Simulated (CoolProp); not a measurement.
Aqueous ethylene glycol as a coolant, 8 % by mass, freezing at -2.6 °C, 1 atm.

Values from CoolProp's Melinder's fits for secondary coolants.

```tsv
T (°C)	Prandtl number	density (kg/m³)	cp (kJ/(kg K))	conductivity (W/(m K))
-0.8	17.5	1011	4.071	0.530
2.7	15.3	1010	4.071	0.536
6.3	13.5	1010	4.070	0.541
9.8	12.0	1010	4.071	0.547
13.3	10.7	1009	4.071	0.552
16.9	9.61	1009	4.072	0.558
20.4	8.67	1008	4.074	0.563
23.9	7.87	1007	4.075	0.568
27.5	7.15	1006	4.077	0.573
31	6.55	1005	4.079	0.577
34.5	6.02	1004	4.081	0.582
```
